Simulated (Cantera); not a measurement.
Charge: 1 mol SiF₄, 0.53 mol H₂O, 47 mol N₂, at 0.133 bar.

Method: chemical equilibrium by Gibbs-energy minimisation in Cantera with the NASA 1993 tables (ideal gas, pure condensed phases). Candidate condensed phases: H₂O, Si, SiO₂, Si₂N₂O, Si₃N₄; 58 gas species. The tables' values for SiF₃, SiO₂ are old estimates; treat these amounts as uncertain. The tables hold silica as quartz up to 1696 K and as liquid above; real silica turns to tridymite and cristobalite and melts near 1996 K. Rates play no part.

x: gas mole fraction; n: condensed amount in mol.

```
T (°C)   x N₂    x HF  x SiF₄     x H₂O    x SiF₃     x SiO  n SiO₂(β-quartz)  n SiO₂(condensed)  n SiO₂(l)
------  -----  ------  ------  --------  --------  --------  ----------------  -----------------  ---------
650     0.965  0.0162  0.0165   0.00276    <1e-12    <1e-12             0.198                  0          0
750     0.964  0.0182  0.0160   0.00177  7.46e-12    <1e-12             0.222                  0          0
850     0.964  0.0194  0.0156   0.00115  2.04e-10    <1e-12             0.237                  0          0
950     0.964  0.0202  0.0155  0.000778   3.27e-9    <1e-12             0.246                  0          0
1050    0.963  0.0206  0.0153  0.000545   3.45e-8    <1e-12             0.252                  0          0
1150    0.963  0.0209  0.0153  0.000396   2.59e-7  4.33e-12             0.255                  0          0
1250    0.963  0.0211  0.0152  0.000298   1.46e-6  2.38e-10             0.258                  0          0
1350    0.963  0.0213  0.0152  0.000231   6.44e-6   7.45e-9             0.259                  0          0
1450    0.963  0.0213  0.0151       [?]   2.28e-5       [?]                 0              0.260          0
1550    0.963  0.0214  0.0151  0.000147   6.70e-5   1.74e-6                 0              0.260          0
1650    0.963  0.0214  0.0150  0.000120  0.000168   1.50e-5                 0              0.259          0
1750    0.963  0.0215  0.0148       [?]  0.000363       [?]                 0                  0        [?]
1850    0.962  0.0214  0.0146   8.52e-5  0.000691  0.000449                 0                  0      0.231
```

Complete the blanks.


- 1450, x H₂O: 0.000183
- 1450, x SiO: 1.42e-7
- 1750, x H₂O: 0.000100
- 1750, x SiO: 9.43e-5
- 1750, n SiO₂(l): 0.253
